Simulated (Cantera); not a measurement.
Charge: 1 mol n-butane, 1.9 mol NH3, 0.86 mol N2, equilibrated at 2.20 bar.

Equilibrium computed with Cantera from the NASA thermochemical tables; the gas is ideal and each condensed phase is pure. Candidate condensed phases: C, C6H6, C7H8, C8H18; 92 gas species. Equilibrium is a limit: real reactors are often held back by kinetics, nucleation or transport. All values below are at 1875 °C.

Base state: H2 0.803, N2 0.182, HCN 0.00969, H 0.00252, C2H2 (acetylene) 0.00154, HNC 0.000707, CH4 0.000419, CH3 2.54e-5 (mole fractions); condensed: C(graphite).

**Question.** What changes in the equilibrium state with this change: n-butane replaced by CO?

**Answer.** 
```json
[
 {"species": "H2", "before": "0.803", "after": "0.502"},
 {"species": "N2", "before": "0.182", "after": "0.319"},
 {"species": "CO", "before": "0", "after": "0.176"},
 {"species": "H2O", "before": "0", "after": "0.000371"},
 {"species": "CO2", "before": "0", "after": "2.55e-5"},
 {"species": "C2H2 (acetylene)", "before": "0.00154", "after": "1.22e-6"},
 {"species": "CH4", "before": "0.000419", "after": "5.81e-6"},
 {"species": "CH3", "before": "2.54e-5", "after": "4.46e-7"},
 {"species": "C(graphite), mol", "before": "3.87", "after": "0"}
]
```
Further candidate phases: H2O.
